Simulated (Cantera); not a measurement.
Feed: 1 mol Si, 3.4 mol H₂O, 2.8 mol CO, equilibrated at 1 atm.

Equilibrium computed with Cantera from the NASA thermochemical tables; the gas is ideal and each condensed phase is pure. Candidate condensed phases: C, C₆H₆, C₇H₈, C₈H₁₈, H₂O, Si, SiC, SiO₂; 123 gas species. The tables hold silica as quartz up to 1696 K and as liquid above; real silica turns to tridymite and cristobalite and melts near 1996 K. Gases not in the tables: Si(OH)₄. Equilibrium is a limit: real reactors are often held back by kinetics, nucleation or transport.

x: gas mole fraction; n: condensed amount in mol.

```json
[
 {"T (K)": "1373", "x CO": "0.380", "x H₂": "0.394", "x H₂O": "0.154", "x CO₂": "0.0719", "x H": "?", "x OH": "1.45e-8", "x CH₄": "3.67e-6", "n SiO₂(β-quartz)": "1.00", "n SiO₂(condensed)": "0"},
 {"T (K)": "1423", "x CO": "0.383", "x H₂": "0.391", "x H₂O": "0.158", "x CO₂": "0.0682", "x H": "?", "x OH": "3.61e-8", "x CH₄": "1.75e-6", "n SiO₂(β-quartz)": "1.00", "n SiO₂(condensed)": "0"},
 {"T (K)": "1473", "x CO": "0.387", "x H₂": "0.387", "x H₂O": "0.161", "x CO₂": "0.0649", "x H": "?", "x OH": "8.45e-8", "x CH₄": "8.83e-7", "n SiO₂(β-quartz)": "1.00", "n SiO₂(condensed)": "0"},
 {"T (K)": "1523", "x CO": "0.390", "x H₂": "0.384", "x H₂O": "0.164", "x CO₂": "0.0619", "x H": "?", "x OH": "1.87e-7", "x CH₄": "4.66e-7", "n SiO₂(β-quartz)": "1.00", "n SiO₂(condensed)": "0"},
 {"T (K)": "1573", "x CO": "0.392", "x H₂": "0.382", "x H₂O": "0.167", "x CO₂": "0.0592", "x H": "?", "x OH": "3.93e-7", "x CH₄": "2.57e-7", "n SiO₂(β-quartz)": "1.00", "n SiO₂(condensed)": "0"},
 {"T (K)": "1623", "x CO": "0.395", "x H₂": "0.379", "x H₂O": "0.169", "x CO₂": "0.0568", "x H": "?", "x OH": "7.89e-7", "x CH₄": "1.47e-7", "n SiO₂(β-quartz)": "1.000", "n SiO₂(condensed)": "0"},
 {"T (K)": "1673", "x CO": "0.397", "x H₂": "0.377", "x H₂O": "0.171", "x CO₂": "0.0545", "x H": "?", "x OH": "1.52e-6", "x CH₄": "8.71e-8", "n SiO₂(β-quartz)": "1.000", "n SiO₂(condensed)": "0"},
 {"T (K)": "1723", "x CO": "0.399", "x H₂": "0.375", "x H₂O": "0.173", "x CO₂": "0.0525", "x H": "?", "x OH": "2.81e-6", "x CH₄": "5.33e-8", "n SiO₂(β-quartz)": "0", "n SiO₂(condensed)": "1.000"},
 {"T (K)": "1773", "x CO": "0.401", "x H₂": "0.373", "x H₂O": "0.175", "x CO₂": "0.0507", "x H": "?", "x OH": "5.02e-6", "x CH₄": "3.36e-8", "n SiO₂(β-quartz)": "0", "n SiO₂(condensed)": "1.000"}
]
```

What belongs in the gaps?


- 1373, x H: 2.08e-6
- 1423, x H: 4.13e-6
- 1473, x H: 7.82e-6
- 1523, x H: 1.42e-5
- 1573, x H: 2.50e-5
- 1623, x H: 4.23e-5
- 1673, x H: 6.95e-5
- 1723, x H: 0.000111
- 1773, x H: 0.000173
